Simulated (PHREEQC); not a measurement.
Model water analysis in mg/L, 25 °C, pH 8.79, pe 8.7:

```
constituent                mg/L
-----------------------  ------
Na                         1.35
K                          14.9
Ca                         5.52
Mg                         5.36
Cl                         4.26
S(6) as SO4                15.5
Alkalinity as HCO3           43
N(5) as NO3               0.175
Zn                       0.0111
Sr                       0.0131
O(0) (dissolved oxygen)   0.925
Si as SiO2               0.0749
```

Valence states are taken as typed.

All values are PHREEQC results (ion-association model, wateq4f.dat), not measurements.

Precipitation was switched off in this run.

**Question.** Order these Ca species by the share of Ca that they hold, largest first: CaSO4, CaCO3, Ca+2, CaHCO3+.

**Answer.** Ca+2 (95 %), CaCO3 (2.4 %), CaSO4 (2.0 %), CaHCO3+ (0.65 %)

The pH is 8.79 and the ionic strength 0.00164 mol/kgw. Complexes and solids missing from the database can't appear. The database's zinc carbonate complexes are estimates, stronger than later reviews accept.
